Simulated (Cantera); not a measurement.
A Cantera script and its output.

```python
import numpy as np
import cantera as ct

gas = ct.Solution("h2o2.yaml")
gas.TPX = 1073, 500, {'H2': 0.019, 'O2': 1}
reactor = ct.IdealGasConstPressureReactor(gas, energy="off", clone=False)
net = ct.ReactorNet([reactor])
net.rtol, net.atol = 1e-08, 1e-18
show = ['H2', 'O2', 'H2O2', 'O', 'H2O', 'HO2', 'H']
times = np.geomspace(6e-06, 2, 10)

steps = ct.SolutionArray(gas, extra=["t"])
rows = []
print(f"{'t/s':>10s}{'T/K':>9s}{'P/Pa':>11s}" + "".join(f"{s:>11s}" for s in show))
for t in times:
    while net.time < t:
        t_next = net.step()
        steps.append(gas.state, t=t_next)
    rows.append([np.interp(t, steps.t, y) for y in (steps.T, steps.P, *steps(*show).X.T)])
    print(f"{t:10.3e}{rows[-1][0]:9.1f}{rows[-1][1]:11.4g}" + "".join(f"{x:11.3e}" for x in rows[-1][2:]))
rate = np.gradient(steps.T, steps.t)
print("integrator steps:", len(steps.t))
if steps.T.max() > steps.T[0] + 200:
    print(f"time of steepest temperature rise: {steps.t[rate.argmax()]:.4e} s")
gas.TPX = 1073, 500, {'H2': 0.019, 'O2': 1}
gas.equilibrate("TP")
print(f"equilibrium (TP): T = {gas.T:.1f} K  " + "  ".join(f"{s} {gas[s].X[0]:.3e}" for s in show))
```

Output:

```
       t/s      T/K       P/Pa         H2         O2       H2O2          O        H2O        HO2          H
 6.000e-06   1073.0        500  1.865e-02  9.814e-01  1.285e-18  3.516e-14  1.231e-16  2.566e-12  2.530e-12
 2.465e-05   1073.0        500  1.865e-02  9.814e-01  2.156e-17  5.726e-13  8.086e-15  1.054e-11  9.974e-12
 1.013e-04   1073.0        500  1.865e-02  9.814e-01  3.637e-16  8.620e-12  5.029e-13  4.332e-11  3.516e-11
 4.160e-04   1073.0        500  1.865e-02  9.814e-01  6.126e-15  1.037e-10  2.435e-11  1.782e-10  9.827e-11
 1.709e-03   1073.0        500  1.865e-02  9.814e-01  1.035e-13  1.215e-09  8.884e-10  7.343e-10  4.003e-10
 7.021e-03   1073.0        500  1.865e-02  9.814e-01  1.817e-12  1.223e-07  1.497e-07  3.426e-09  2.999e-08
 2.884e-02   1073.0        500  1.339e-03  9.676e-01  4.754e-08  1.132e-02  1.493e-02  1.357e-06  3.011e-03
 1.185e-01   1073.0        500  1.179e-04  9.690e-01  1.294e-08  1.122e-02  1.749e-02  9.213e-07  1.347e-03
 4.868e-01   1073.0        500  5.365e-05  9.758e-01  1.326e-08  4.982e-03  1.824e-02  6.855e-07  4.011e-04
 2.000e+00   1073.0        500  8.727e-06  9.803e-01  1.119e-08  8.070e-04  1.868e-02  2.901e-07  2.619e-05
integrator steps: 1109
equilibrium (TP): T = 1073.0 K  H2 1.800e-10  O2 9.812e-01  H2O2 8.879e-12  O 1.754e-08  H2O 1.882e-02  HO2 1.014e-09  H 2.675e-12
```

Cantera simulation using the H2/O2 subset of GRI-Mech 3.0, which has no nitrogen chemistry; the numbers are that mechanism's predictions, not measurements. Radical loss at walls, strong at low pressure, is not modelled.
